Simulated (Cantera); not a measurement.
An isothermal plug-flow reactor at 625 K and 1.01 bar (inlet), inlet velocity 0.071 m/s, active area per volume 100 1/m; feed H2 : O2 : N2 : H2O = 0.004 : 0.026 : 0.79 : 0.062 (molar parts).

Cantera simulation using Deutschmann's 1995 Pt surface mechanism with GRI-Mech 3.0 gas chemistry; the numbers are that mechanism's predictions, not measurements. Catalytic surfaces can have several steady states; this one follows from the mechanism file's or the stated starting coverage. Mass transfer to the wall is taken as infinitely fast.

### Question
What does this change do: pressure from 1.01 bar to 0.590 bar?

### Answer
```tsv
quantity	before	after
x(H2) at z = 0.022 m	5.09e-6	2.85e-6
x(O2) at z = 0.022 m	0.0273	0.0273
x(H2O) at z = 0.022 m	0.0750	0.0750
θ(free Pt) at the exit	0.00299	0.00379
θ(O*) at the exit	0.992	0.992
θ(OH*) at the exit	0.00519	0.00446
```

### Question
What does this change do: temperature 625 to 950 K?

### Answer
| quantity | before | after |
|---|---|---|
| x(H2) at z = 0.022 m | 5.09e-6 | 2.09e-10 |
| x(O2) at z = 0.022 m | 0.0273 | 0.0273 |
| x(H2O) at z = 0.022 m | 0.0750 | 0.0750 |
| θ(free Pt) at the exit | 0.00299 | 0.204 |
| θ(O*) at the exit | 0.992 | 0.790 |
| θ(OH*) at the exit | 0.00519 | 0.00599 |

### Question
What does this change do: O2 0.026 to 0.011 parts?

### Answer
```json
[
 {"quantity": "x(H2) at z = 0.022 m", "before": "5.09e-6", "after": "6.33e-7"},
 {"quantity": "x(O2) at z = 0.022 m", "before": "0.0273", "after": "0.0104"},
 {"quantity": "x(H2O) at z = 0.022 m", "before": "0.0750", "after": "0.0763"},
 {"quantity": "θ(free Pt) at the exit", "before": "0.00299", "after": "0.00454"},
 {"quantity": "θ(O*) at the exit", "before": "0.992", "after": "0.989"},
 {"quantity": "θ(OH*) at the exit", "before": "0.00519", "after": "0.00644"}
]
```
